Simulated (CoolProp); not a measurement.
Ethane at 582.91 K and 0.87 MPa flows at 6.7 m/s in a round tube of 12.7 mm bore and 15 µm roughness, fully developed (64/Re and Nu = 3.66 if laminar; Colebrook and Gnielinski if turbulent). Each further row changes one setting.

Computed with CoolProp (reference Helmholtz-energy equation of state, Bücker 2006).

```json
[
 {"case": "as stated", "Reynolds number": "27400", "Darcy friction factor": "0.0268", "pressure drop (Pa/m)": "257", "heat-transfer coefficient (W/(m² K))": "405", "mass flow (kg/h)": "16.6"},
 {"case": "velocity 13.4 m/s", "Reynolds number": "54700", "Darcy friction factor": "0.0242", "pressure drop (Pa/m)": "…", "heat-transfer coefficient (W/(m² K))": "…", "mass flow (kg/h)": "…"},
 {"case": "diameter 25.4 mm", "Reynolds number": "54700", "Darcy friction factor": "…", "pressure drop (Pa/m)": "108", "heat-transfer coefficient (W/(m² K))": "342", "mass flow (kg/h)": "66.3"}
]
```

What belongs in the gaps?


- velocity 13.4 m/s, pressure drop (Pa/m): 929
- velocity 13.4 m/s, heat-transfer coefficient (W/(m² K)): 740
- velocity 13.4 m/s, mass flow (kg/h): 33.2
- diameter 25.4 mm, Darcy friction factor: 0.0225

Viscosity comes from a separate model (Friend 1991). Thermal conductivity comes from a separate model (Friend 1991).
